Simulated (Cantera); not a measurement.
Feed: 1 mol CH3Cl, 5.3 mol H2, equilibrated at 0.000500 bar.

Equilibrium computed with Cantera from the NASA thermochemical tables; the gas is ideal and each condensed phase is pure. Candidate condensed phases: C, C6H6, C7H8, C8H18; 91 gas species. Rates play no part.

x: gas mole fraction; n: condensed amount in mol.

| T (K) | x H2 | x H | x HCl | x Cl | x C3 | x C2H2 (acetylene) | x C | n C(graphite) |
|---|---|---|---|---|---|---|---|---|
| 1698 | 0.857 | 0.00599 | 0.136 | 0.000738 | 8.37e-12 | 6.18e-5 | 2.84e-11 | 0.999 |
| 1848 | 0.843 | 0.0218 | 0.133 | 0.00261 | 9.56e-10 | 0.000217 | 1.76e-9 | 0.997 |
| 1998 | 0.803 | 0.0643 | 0.125 | 0.00743 | 5.28e-8 | 0.000609 | 5.83e-8 | 0.991 |
| 2148 | ? | ? | ? | ? | ? | ? | ? | 0.978 |
| 2298 | 0.563 | 0.321 | 0.0799 | 0.0328 | 3.22e-5 | 0.00241 | 1.62e-5 | 0.955 |
| 2448 | ? | ? | ? | ? | ? | 0.00314 | ? | 0.912 |
| 2598 | 0.182 | 0.726 | 0.0216 | 0.0606 | 0.00430 | 0.00293 | 0.00122 | 0.720 |

**Question.** What belongs in the gaps?

**Answer.** 
- 2448, x H2: 0.363
- 2448, x H: 0.536
- 2448, x HCl: 0.0472
- 2448, x Cl: 0.0495
- 2448, x C3: 0.000435
- 2448, x C: 0.000160
- 2148, x H2: 0.716
- 2148, x H: 0.158
- 2148, x HCl: 0.108
- 2148, x Cl: 0.0174
- 2148, x C3: 1.64e-6
- 2148, x C2H2 (acetylene): 0.00137
- 2148, x C: 1.18e-6
